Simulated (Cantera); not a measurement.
Charge: 1 mol AlN, 0.055 mol N2, held at 840 Pa.

These are equilibrium values from Cantera (NASA tables, ideal gas, pure condensed phases), not measurements of a reactor. Candidate condensed phases: Al, AlN; 12 gas species. Ions and electrons are included (thermal ionisation). Rates play no part.

**Question.** Which condensed phases are stable at each of these points (T (K)): 2000, 2250, 2500, 2750, 3000, 3250, 3500, 3750, 4000, 4250, 4500, 4750, 5000?

**Answer.** 
| T (K) | condensed phases | Al condensed (%) |
|---|---|---|
| 2000 | AlN(s) | 99.8 |
| 2250 | gas only | 0.0 |
| 2500 | gas only | 0.0 |
| 2750 | gas only | 0.0 |
| 3000 | gas only | 0.0 |
| 3250 | gas only | 0.0 |
| 3500 | gas only | 0.0 |
| 3750 | gas only | 0.0 |
| 4000 | gas only | 0.0 |
| 4250 | gas only | 0.0 |
| 4500 | gas only | 0.0 |
| 4750 | gas only | 0.0 |
| 5000 | gas only | 0.0 |

At 2000 K the condensed part is AlN(s). From 2250 K to 5000 K nothing is condensed.
